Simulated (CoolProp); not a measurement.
Vapour-liquid equilibrium of R152A (1) + isobutane (2) at 0.897 MPa; x and y are mole fractions of (1).

The numbers come from the multi-fluid Helmholtz-energy mixture model, Outcalt 1996 and Bücker 2006; pair parameters Bell 2016 in CoolProp.

```csv
x,bubble temperature (°C),y at the bubble point,dew temperature at overall composition x (°C),liquid density (mol/L)
0.05,56.0,0.137,59.4,8.826
0.125,49.9,0.287,56.5,9.114
0.2,45.6,0.393,53.5,9.380
0.275,42.5,0.471,50.4,9.635
0.35,40.3,0.530,47.4,9.891
0.425,38.7,0.578,44.3,10.16
0.5,37.6,0.619,41.4,10.44
0.575,36.8,0.656,38.8,10.74
0.65,36.3,0.693,36.9,11.08
0.725,36.1,0.733,36.1,11.44
0.8,36.1,0.780,36.3,11.84
0.875,36.7,0.839,37.2,12.27
0.95,38.0,0.923,38.5,12.73
```

y crosses x between x = 0.725 and 0.8: the model has an azeotrope there.

Pair parameters are fitted to limited data, so mixtures are less certain than the pure fluids.
